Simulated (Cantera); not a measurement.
Feed: 1 mol FeS, 4.4 mol O2, 2.7 mol CO2, equilibrated at 1277 °C and 225 Torr.

Equilibrium computed with Cantera from the NASA thermochemical tables; the gas is ideal and each condensed phase is pure. Candidate condensed phases: C, Fe, Fe(CO)5, FeO, FeS, FeSO4, FeS2, Fe2O3, Fe2(SO4)3, Fe3O4, S; 25 gas species. The numbers say what is thermodynamically allowed, not how fast it happens.

Base state: CO2 0.426, O2 0.417, SO2 0.156, SO3 0.00161, CO 1.22e-5 (mole fractions); condensed: Fe2O3(s).

Question: What changes in the equilibrium state with this change: O2 from 4.4 to 0.11 mol?

Answer: 
```
species         before     after
-------------  -------  --------
CO2              0.426     0.661
CO             1.22e-5     0.225
SO2              0.156    0.0725
O2               0.417   2.93e-9
S2               <1e-9    0.0368
COS              <1e-9   0.00228
S2O              <1e-9  0.000829
Fe2O3(s), mol    0.500         0
FeO(s), mol          0     0.462
FeS(l), mol          0     0.538
```
Metal and sulfide melt together well below either melting point, which pure phases cannot show. Mutual solubility and eutectic melting of coexisting phases are not modelled. The tables' stoichiometric FeO is somewhat more stable than real wüstite, so its field is too wide. FeO, FeS: taken at fixed stoichiometry.

Question: What changes in the equilibrium state with this change: CO2 from 2.7 to 0.034 mol?

Answer: 
```json
[
 {"species": "O2", "before": "0.417", "after": "0.719"},
 {"species": "SO2", "before": "0.156", "after": "0.268"},
 {"species": "CO2", "before": "0.426", "after": "0.00925"},
 {"species": "CO", "before": "1.22e-5", "after": "2.01e-7"},
 {"species": "SO3", "before": "0.00161", "after": "0.00364"},
 {"species": "O", "before": "9.23e-6", "after": "1.21e-5"},
 {"species": "Fe2O3(s), mol", "before": "0.500", "after": "0.500"}
]
```
